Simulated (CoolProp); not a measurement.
Nitrogen along the isotherm -133.35 °C: fugacity coefficient from the reference equation and from simpler models built on Tc = -147.0 °C, pc = 3.396 MPa, ω = 0.037; each cubic takes its own stable root.

The numbers come from the reference Helmholtz-energy equation of state, Span 2000 in CoolProp.

```
p (MPa)          phase  reference  van der Waals  Redlich-Kwong  Soave-Redlich-Kwong  Peng-Robinson
-------  -------------  ---------  -------------  -------------  -------------------  -------------
0.107              gas     0.9923         0.9927         0.9921               0.9921         0.9910
0.167              gas     0.9881         0.9887         0.9876               0.9877         0.9860
0.26               gas     0.9815         0.9824         0.9807               0.9809         0.9783
0.405              gas     0.9712         0.9725         0.9701               0.9703         0.9663
0.631              gas     0.9552         0.9573         0.9536               0.9540         0.9479
0.983              gas     0.9306         0.9336         0.9281               0.9287         0.9196
1.53               gas     0.8927         0.8970         0.8892               0.8901         0.8766
2.38               gas     0.8349         0.8403         0.8300               0.8315         0.8123
3.71     supercritical     0.7460         0.7507         0.7401               0.7424         0.7170
5.78     supercritical     0.6118         0.6094         0.6082               0.6122         0.5831
9        supercritical     0.4734         0.4848         0.4773               0.4818         0.4516
14       supercritical     0.3833         0.4133         0.3907               0.3949         0.3621
21.8     supercritical     0.3386         0.3945         0.3470               0.3512         0.3122
34       supercritical     0.3422         0.4476         0.3497               0.3543         0.3013
```
